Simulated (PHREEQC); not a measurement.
# Spent oxide etchant: speciation

Consider water at 25 °C with 0.0021 mol NH4HF2, 0.00036 mol (NH4)2SiF6, 0.022 mol H3AsO4 and 0.11 mol HCl per kg of water. Closed to the air; pH follows from the charge balance.

The numbers come from PHREEQC with the ion-association model, wateq4f.dat.

Each row changes one thing in this solution. No solid was allowed to form.

```json
[
 {"case": "as made", "pH": "1.05", "ionic strength (mol/kgw)": "0.112", "H3AsO4 (mol/kgw)": "0.0205", "HF (mol/kgw)": "0.00510", "H2AsO4- (mol/kgw)": "0.00152", "H4SiO4 (mol/kgw)": "0.000182", "SI of Chalcedony (SiO2)": "-0.17"},
 {"case": "HCl left out", "pH": "2.14", "ionic strength (mol/kgw)": "0.0111", "H3AsO4 (mol/kgw)": "0.0124", "HF (mol/kgw)": "0.00386", "H2AsO4- (mol/kgw)": "0.00963", "H4SiO4 (mol/kgw)": "2.52e-5", "SI of Chalcedony (SiO2)": "-1.05"},
 {"case": "HCl from 0.11 to 0.055 mol/kgw", "pH": "1.33", "ionic strength (mol/kgw)": "0.0584", "H3AsO4 (mol/kgw)": "0.0194", "HF (mol/kgw)": "0.00477", "H2AsO4- (mol/kgw)": "0.00259", "H4SiO4 (mol/kgw)": "0.000130", "SI of Chalcedony (SiO2)": "-0.33"},
 {"case": "diluted 2-fold with water", "pH": "1.33", "ionic strength (mol/kgw)": "0.0564", "H3AsO4 (mol/kgw)": "0.00970", "HF (mol/kgw)": "0.00298", "H2AsO4- (mol/kgw)": "0.00130", "H4SiO4 (mol/kgw)": "0.000163", "SI of Chalcedony (SiO2)": "-0.23"},
 {"case": "NH4HF2 from 0.0021 to 0.00315 mol/kgw", "pH": "1.05", "ionic strength (mol/kgw)": "0.113", "H3AsO4 (mol/kgw)": "0.0205", "HF (mol/kgw)": "0.00644", "H2AsO4- (mol/kgw)": "0.00153", "H4SiO4 (mol/kgw)": "7.15e-5", "SI of Chalcedony (SiO2)": "-0.58"},
 {"case": "NH4HF2 replaced by HF at the same molality", "pH": "1.04", "ionic strength (mol/kgw)": "0.112", "H3AsO4 (mol/kgw)": "0.0205", "HF (mol/kgw)": "0.00383", "H2AsO4- (mol/kgw)": "0.00149", "H4SiO4 (mol/kgw)": "0.000308", "SI of Chalcedony (SiO2)": "+0.05"},
 {"case": "diluted 5-fold with water", "pH": "1.70", "ionic strength (mol/kgw)": "0.0231", "H3AsO4 (mol/kgw)": "0.00340", "HF (mol/kgw)": "0.00121", "H2AsO4- (mol/kgw)": "0.000998", "H4SiO4 (mol/kgw)": "7.19e-5", "SI of Chalcedony (SiO2)": "-0.59"},
 {"case": "0.078 mol/kgw NH3 added", "pH": "1.55", "ionic strength (mol/kgw)": "0.115", "H3AsO4 (mol/kgw)": "0.0178", "HF (mol/kgw)": "0.00438", "H2AsO4- (mol/kgw)": "0.00423", "H4SiO4 (mol/kgw)": "7.10e-5", "SI of Chalcedony (SiO2)": "-0.58"},
 {"case": "temperature from 25 to 70 °C", "pH": "1.06", "ionic strength (mol/kgw)": "0.111", "H3AsO4 (mol/kgw)": "0.0209", "HF (mol/kgw)": "0.00629", "H2AsO4- (mol/kgw)": "0.00112", "H4SiO4 (mol/kgw)": "0.000360", "SI of Chalcedony (SiO2)": "-0.33"}
]
```

Some of these states are supersaturated (in Quartz (slow to form), for instance). Constants without temperature data keep their 25 °C values here. SiF6-2 is the database's only silicon fluoride.
